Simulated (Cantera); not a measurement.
An isothermal, constant-pressure homogeneous reactor starts with CH4 : CO2 : H2 = 1 : 0.31 : 0.094 (molar parts), at 1825 K and 3.40 bar. Integrator tolerance rtol = 1e-08.

Model: GRI-Mech 3.0 (53 species, 325 reactions), integrated in Cantera. GRI-Mech 3.0 stops at C3 and has no aromatics, soot or wall deposition, so with more carbon than oxygen in the feed, carbon stays in small species such as C2H2 where larger ones or solid carbon would form.

Problem. What does this change do: temperature 1825 to 1400 K?

Solution. 
| quantity | before | after |
|---|---|---|
| x(CH4) at 2.00 s | 0.0268 (gas-phase equilibrium 0.0268) | 0.379 (gas-phase equilibrium 0.271) |
| x(CO2) at 2.00 s | 4.10e-7 (gas-phase equilibrium 4.12e-7) | 0.101 (gas-phase equilibrium 4.42e-6) |
| x(H2) at 2.00 s | 0.620 (gas-phase equilibrium 0.620) | 0.249 (gas-phase equilibrium 0.407) |
| x(OH) at 2.00 s | 9.00e-11 (gas-phase equilibrium 9.06e-11) | 7.79e-9 (gas-phase equilibrium 1.10e-12) |
| x(C2H2) at 2.00 s | 0.113 (gas-phase equilibrium 0.113) | 0.0615 (gas-phase equilibrium 0.0130) |
| x(O2) at 2.00 s | <1e-12 (gas-phase equilibrium <1e-12) | <1e-12 (gas-phase equilibrium <1e-12) |
| x(H2O) at 2.00 s | 4.22e-6 (gas-phase equilibrium 4.25e-6) | 0.0818 (gas-phase equilibrium 1.33e-5) |
